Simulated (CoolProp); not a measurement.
Saturation properties of R365MFC (Tc = 460.0 K, pc = 3.266 MPa, ω = 0.377).

Values from CoolProp's reference Helmholtz-energy equation of state, Lemmon 2016.

```tsv
T (K)	p (MPa)	liquid cp (kJ/(kg K))	vapour Z
303.5	0.07016	?	0.9648
311.9	0.09618	1.405	0.9559
320.2	?	1.423	0.9457
328.6	0.1702	1.442	0.9339
336.9	?	1.462	0.9208
345.3	0.2825	1.484	?
353.6	0.3561	?	0.8895
362	0.4447	1.532	?
370.3	0.5478	1.559	0.8512
378.7	0.6696	?	0.8289
387	0.8092	?	0.8047
```

Question: Fill in the missing entries.

Answer: 
- 303.5, liquid cp (kJ/(kg K)): 1.387
- 320.2, p (MPa): 0.1288
- 336.9, p (MPa): 0.2206
- 345.3, vapour Z: 0.9059
- 353.6, liquid cp (kJ/(kg K)): 1.507
- 362, vapour Z: 0.8712
- 378.7, liquid cp (kJ/(kg K)): 1.590
- 387, liquid cp (kJ/(kg K)): 1.624

It boils at 313.3 K under 1 atm.
